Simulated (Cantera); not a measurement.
**C3H6 + NH3 + N2 (carbon deposition, reforming and gasification)**

Input: 1 mol C3H6, 0.26 mol NH3, 28 mol N2, held at 0.133 bar.

Equilibrium computed with Cantera from the NASA thermochemical tables; the gas is ideal and each condensed phase is pure. Candidate condensed phases: C, C6H6, C7H8, C8H18; 92 gas species. Kinetics and transport are ignored.

```
T (K)   x N2    x H2       x H     x HCN     x HNC  n C(graphite)
-----  -----  ------  --------  --------  --------  -------------
1648   0.892   0.107   7.98e-5  0.000844   2.20e-5           2.97
1848   0.891   0.106  0.000473   0.00237   9.99e-5           2.92
2048   0.889   0.103   0.00197   0.00538  0.000333           2.81
2248   0.884  0.0981   0.00630    0.0103  0.000876           2.62
2448   0.875  0.0882    0.0162    0.0172   0.00190           2.33
2648   0.862  0.0727    0.0343    0.0251   0.00346           1.95
2848   0.843  0.0527    0.0608    0.0320   0.00532           1.44
```
x: gas mole fraction; n: condensed amount in mol.

From 1648 K to 2848 K the condensed part is C(graphite). The main C-bearing gas is HCN throughout. The share of C in condensed phases is highest at 1648 K (99.1 %) and lowest at 2848 K (48.1 %).
